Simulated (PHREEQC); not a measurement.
Make-up at 35 °C: 7.8 mmol/kgw KOH, 6.5 mmol/kgw K2CO3 and 0.4 mmol/kgw CO2. Closed to the air; pH follows from the charge balance.

The numbers come from PHREEQC with the ion-association model, phreeqc.dat.

Task: The ionic strength comes out as 0.0274 mol/kgw. What activity coefficients do HCO3-, CO3-2, OH-, K+ get?

Result: HCO3- 0.86, CO3-2 0.54, OH- 0.85, K+ 0.85.

This is a speciation only: nothing precipitates in the calculation.
